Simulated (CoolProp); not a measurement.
Vapour-liquid equilibrium of R143a (1) + isobutane (2) at 7.95 °C; x and y are mole fractions of (1).

The numbers come from the multi-fluid Helmholtz-energy mixture model, Lemmon and Jacobsen 2000 and Bücker 2006; pair parameters Bell 2016 in CoolProp.

```tsv
x	bubble pressure (MPa)	y at the bubble point	dew pressure at overall composition x (MPa)	liquid density (mol/L)
0.05	0.3024	0.328	0.2168	9.884
0.125	0.4118	0.521	0.2349	[?]
0.2	0.4905	0.612	0.2562	10.05
0.275	0.5481	[?]	0.2815	[?]
0.35	[?]	0.703	0.3120	10.25
0.425	0.6266	0.732	0.3495	[?]
0.5	0.6558	0.757	0.3963	10.48
0.575	[?]	0.781	[?]	10.62
0.65	0.7056	0.807	0.5303	10.77
0.725	0.7281	0.835	0.6185	10.95
0.8	0.7489	[?]	0.6997	11.16
0.875	0.7674	0.908	0.7528	11.39
0.95	0.7818	0.958	0.7800	11.66
```

### Question
Complete the blanks.

### Answer

- 0.125, liquid density (mol/L): 9.968
- 0.275, y at the bubble point: 0.666
- 0.275, liquid density (mol/L): 10.15
- 0.35, bubble pressure (MPa): 0.5918
- 0.425, liquid density (mol/L): 10.36
- 0.575, bubble pressure (MPa): 0.6817
- 0.575, dew pressure at overall composition x (MPa): 0.4555
- 0.8, y at the bubble point: 0.868

No azeotrope shows between x = 0.05 and 0.95.

The pair parameters rest on a limited set of measurements; away from them the model extrapolates. With so large a gap from Raoult's law the liquid may split in two, which this calculation doesn't test in full.
